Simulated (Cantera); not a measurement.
An adiabatic, constant-pressure homogeneous reactor starts with CH4 : O2 : N2 : CO2 = 1 : 2 : 22 : 5.3 (molar parts), at 1475 K and 0.987 atm. Integrator tolerance rtol = 1e-08.

Model: GRI-Mech 3.0 (53 species, 325 reactions), integrated in Cantera.

Task: What does this change do: initial temperature 1475 to 1248 K?

Result: 
| quantity | before | after |
|---|---|---|
| time of steepest temperature rise | 5.41 ms | 97.6 ms |
| temperature at 4.00 s | 2057 K | 1879 K |
| equilibrium temperature | 2057 K | 1878 K |
| x(CH4) at 4.00 s | <1e-12 (gas-phase equilibrium <1e-12) | <1e-12 (gas-phase equilibrium <1e-12) |
| x(O2) at 4.00 s | 0.00325 (gas-phase equilibrium 0.00323) | 0.00129 (gas-phase equilibrium 0.00118) |
| x(CO2) at 4.00 s | 0.200 (gas-phase equilibrium 0.200) | 0.205 (gas-phase equilibrium 0.205) |
| x(C2H2) at 4.00 s | <1e-12 (gas-phase equilibrium <1e-12) | <1e-12 (gas-phase equilibrium <1e-12) |
| x(N2O) at 4.00 s | 5.71e-8 (gas-phase equilibrium 5.71e-8) | 2.18e-8 (gas-phase equilibrium 2.11e-8) |
| x(C2H4) at 4.00 s | <1e-12 (gas-phase equilibrium <1e-12) | <1e-12 (gas-phase equilibrium <1e-12) |

Task: What does this change do: initial temperature 1475 to 1625 K?

Result: 
```
quantity                                                            before                                    after
---------------------------------  ---------------------------------------  ---------------------------------------
time of steepest temperature rise                                  5.41 ms                                  1.12 ms
temperature at 4.00 s                                               2057 K                                   2163 K
equilibrium temperature                                             2057 K                                   2163 K
x(CH4) at 4.00 s                     <1e-12 (gas-phase equilibrium <1e-12)    <1e-12 (gas-phase equilibrium <1e-12)
x(O2) at 4.00 s                    0.00325 (gas-phase equilibrium 0.00323)  0.00534 (gas-phase equilibrium 0.00534)
x(CO2) at 4.00 s                       0.200 (gas-phase equilibrium 0.200)      0.194 (gas-phase equilibrium 0.194)
x(C2H2) at 4.00 s                    <1e-12 (gas-phase equilibrium <1e-12)    <1e-12 (gas-phase equilibrium <1e-12)
x(N2O) at 4.00 s                   5.71e-8 (gas-phase equilibrium 5.71e-8)  9.44e-8 (gas-phase equilibrium 9.44e-8)
x(C2H4) at 4.00 s                    <1e-12 (gas-phase equilibrium <1e-12)    <1e-12 (gas-phase equilibrium <1e-12)
```
